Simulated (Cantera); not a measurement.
Input (Python, Cantera) and output of one run.

```python
import numpy as np
import cantera as ct

gas_names = """
    C CN CO CO2 C2 CCN CNC C2N2 C2O C3 C3O2 C4 C4N2 C5 N NCO NO NO2 NO3 N2 N2O O O2 O3 Si SiC SiC2 SiN
    SiO SiO2 Si2 Si2C Si2N Si3
""".split()
cond_names = """
    C(gr) Si(cr) Si(L) SiC(b) SiO2(Lqz) SiO2(hqz) SiO2(L) Si2N2O(s) Si3N4(a)
""".split()


# ... load() reads the species with a 1 bar reference pressure and builds the phases ...
atoms = {
    'SiO2': {'Si': 1, 'O': 2},
    'C': {'C': 1},
    'N2': {'N': 2},
}
top_T = {'C(gr)': 4500, 'SiC(b)': 3050, 'Si2N2O(s)': 2100, 'Si3N4(a)': 2400}  # K; cautious upper limits of use, not melting points


# ... equilibrate(T, P, feed) seeds the gas with the atoms and calls Mixture.equilibrate('TP', solver="vcs", rtol=1e-11, max_steps=5000) ...
results = []
feed = {'SiO2': 1, 'C': 0.72, 'N2': 1.3}  # mol
P = 32  # Pa
for T in [1373, 1398, 1423, 1448, 1473, 1498, 1523, 1548, 1573, 1598, 1623, 1648, 1673, 1698]:
    mix = equilibrate(T, P, feed)
    results.append((T, P, feed, dict(zip(mix.species_names, mix.species_moles))))

top = {s: max(r[3][s] / sum(r[3][g] for g in gas_names) for r in results) for s in gas_names}
cols = sorted((s for s in top if top[s] > 0.0001), key=lambda s: -top[s])[:8]
seen = [c for c in cond_names if any(r[3].get(c, 0) > 1e-12 for r in results)]
print("log10 of partial pressures in bar; condensed amounts in mol")
print(f"{'T/K':>10s}" + "".join(f"{s[:9]:>10s}" for s in cols + seen))
for T, P, feed, n in results:
    ng = sum(n[g] for g in gas_names)
    print(f"{T:10.4g}" + "".join(f"{np.log10(max(n[s] / ng * P / 1e5, 1e-99)):10.3f}" for s in cols)
          + "".join(f"{n.get(c, 0):10.4g}" for c in seen))
```

Result:

```
log10 of partial pressures in bar; condensed amounts in mol
       T/K        N2        CO       SiO       CO2 SiO2(hqz)   SiO2(L) Si2N2O(s)
      1373    -3.721    -3.890    -6.031    -8.685    0.5183         0    0.2383
      1398    -3.722    -3.892    -5.688    -8.682    0.5162         0    0.2362
      1423    -3.725    -3.896    -5.357    -8.681    0.5117         0    0.2317
      1448    -3.730    -3.905    -5.037    -8.686    0.5023         0    0.2223
      1473    -3.740    -3.923    -4.726    -8.702    0.4822         0    0.2022
      1498    -3.762    -3.962    -4.422    -8.743    0.4367         0    0.1567
      1523    -3.808    -4.053    -4.120    -8.844    0.3142         0   0.03421
      1548    -3.819    -4.075    -4.075    -8.628      0.28         0         0
      1573    -3.819    -4.075    -4.075    -8.354      0.28         0         0
      1598    -3.819    -4.075    -4.075    -8.090    0.2799         0         0
      1623    -3.819    -4.075    -4.075    -7.833    0.2799         0         0
      1648    -3.819    -4.075    -4.075    -7.585    0.2798         0         0
      1673    -3.819    -4.076    -4.075    -7.344    0.2796         0         0
      1698    -3.819    -4.076    -4.075    -7.111         0    0.2793         0
```

These are equilibrium values from Cantera (NASA tables, ideal gas, pure condensed phases), not measurements of a reactor. N2 is the only nitrogen source here; it is nearly inert below about 1500 K, so the nitride shown seldom forms there in practice. Mutual solubility and eutectic melting of coexisting phases are not modelled. The tables hold silica as quartz up to 1696 K and as liquid above; real silica turns to tridymite and cristobalite and melts near 1996 K.
